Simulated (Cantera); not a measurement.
A perfectly stirred reactor is fed with 8.83 % CO, 6.18 % H2, 17.8 % O2, 67.2 % N2, equivalence ratio 0.42, at 0.217 atm; it is adiabatic with a 475 K inlet, and is followed from long to short residence time, starting on the burning branch (τ in s: 0.022, 0.0099, 0.0046, 0.0021, 0.00096, 0.00044, 0.0002, 9.4e-05, 4.3e-05, 2e-05, 9.1e-06, 4.2e-06).

Detailed kinetics in Cantera: GRI-Mech 3.0 (53 species, 325 reactions).

Question: Predict: blow-out, bracketed by the residence times tried; x(CO) at τ = 22.0 ms; x(H2) at τ = 22.0 ms; x(O2) at τ = 22.0 ms; x(O) at τ = 22.0 ms; x(H2O) at τ = 22.0 ms; x(CO) at τ = 0.200 ms; x(H2) at τ = 0.200 ms; x(O2) at τ = 0.200 ms.

Answer: blow-out, bracketed by the residence times tried: burning at 0.960 ms, out at 0.440 ms
x(CO) at τ = 22.0 ms: 0.00633
x(H2) at τ = 22.0 ms: 0.00118
x(O2) at τ = 22.0 ms: 0.112
x(O) at τ = 22.0 ms: 0.00427
x(H2O) at τ = 22.0 ms: 0.0626
x(CO) at τ = 0.200 ms: 0.0883
x(H2) at τ = 0.200 ms: 0.0618
x(O2) at τ = 0.200 ms: 0.178
